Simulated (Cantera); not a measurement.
# Premixed flame

A freely propagating, adiabatic, planar premixed flame of H2 : O2 : N2 : H2O = 1 : 0.575 : 2.59 : 0.37 (molar parts), unburnt at 498 K and 750 Torr; mixture-averaged transport, grid criteria slope 0.08 and curve 0.16, no radiation.

Computed with Cantera and the H2/O2 subset of GRI-Mech 3.0, which has no nitrogen chemistry. Burning velocities carry a grid error of a few per cent, more on coarse grids.

```json
[
 {"z (mm)": "-1.24", "T (K)": "498", "u (m/s)": "2.89", "x H2": "0.221", "x O2": "0.127", "x H2O": "0.0816", "x OH": "<1e-8", "x H2O2": "<1e-8", "x O": "<1e-8"},
 {"z (mm)": "-0.823", "T (K)": "498", "u (m/s)": "2.89", "x H2": "0.220", "x O2": "0.127", "x H2O": "0.0816", "x OH": "<1e-8", "x H2O2": "<1e-8", "x O": "<1e-8"},
 {"z (mm)": "-0.618", "T (K)": "498", "u (m/s)": "2.89", "x H2": "0.220", "x O2": "0.127", "x H2O": "0.0816", "x OH": "<1e-8", "x H2O2": "<1e-8", "x O": "<1e-8"},
 {"z (mm)": "-0.412", "T (K)": "498", "u (m/s)": "2.88", "x H2": "0.219", "x O2": "0.127", "x H2O": "0.0818", "x OH": "<1e-8", "x H2O2": "7.06e-8", "x O": "1.99e-8"},
 {"z (mm)": "-0.206", "T (K)": "526", "u (m/s)": "3.00", "x H2": "0.204", "x O2": "0.129", "x H2O": "0.0850", "x OH": "1.35e-5", "x H2O2": "1.34e-5", "x O": "3.09e-6"},
 {"z (mm)": "-0.103", "T (K)": "746", "u (m/s)": "4.12", "x H2": "0.167", "x O2": "0.123", "x H2O": "0.109", "x OH": "0.000577", "x H2O2": "4.46e-5", "x O": "0.000139"},
 {"z (mm)": "0", "T (K)": "1127", "u (m/s)": "6.08", "x H2": "0.105", "x O2": "0.0963", "x H2O": "0.173", "x OH": "0.00172", "x H2O2": "1.23e-5", "x O": "0.00190"},
 {"z (mm)": "0.103", "T (K)": "1404", "u (m/s)": "7.50", "x H2": "0.0523", "x O2": "0.0590", "x H2O": "0.241", "x OH": "0.00508", "x H2O2": "4.90e-6", "x O": "0.00504"},
 {"z (mm)": "0.206", "T (K)": "1555", "u (m/s)": "8.27", "x H2": "0.0311", "x O2": "0.0405", "x H2O": "0.272", "x OH": "0.00801", "x H2O2": "3.05e-6", "x O": "0.00605"},
 {"z (mm)": "0.412", "T (K)": "1703", "u (m/s)": "9.00", "x H2": "0.0226", "x O2": "0.0319", "x H2O": "0.290", "x OH": "0.00988", "x H2O2": "1.55e-6", "x O": "0.00523"},
 {"z (mm)": "0.823", "T (K)": "1832", "u (m/s)": "9.61", "x H2": "0.0176", "x O2": "0.0277", "x H2O": "0.302", "x OH": "0.00990", "x H2O2": "8.02e-7", "x O": "0.00354"},
 {"z (mm)": "1.65", "T (K)": "1934", "u (m/s)": "10.1", "x H2": "0.0120", "x O2": "0.0245", "x H2O": "0.314", "x OH": "0.00870", "x H2O2": "4.70e-7", "x O": "0.00207"},
 {"z (mm)": "3.29", "T (K)": "2003", "u (m/s)": "10.4", "x H2": "0.00703", "x O2": "0.0222", "x H2O": "0.323", "x OH": "0.00688", "x H2O2": "2.97e-7", "x O": "0.00108"}
]
```
x: mole fraction of selected species; z is measured from the peak of heat release.

```json
{
 "laminar_burning_velocity": "289 cm/s",
 "thermal_thickness": "0.412 mm",
 "peak x(OH)": "0.0101",
 "peak x(H2O2)": "4.52e-5",
 "peak x(O)": "0.00607",
 "grid_points": "110"
}
```
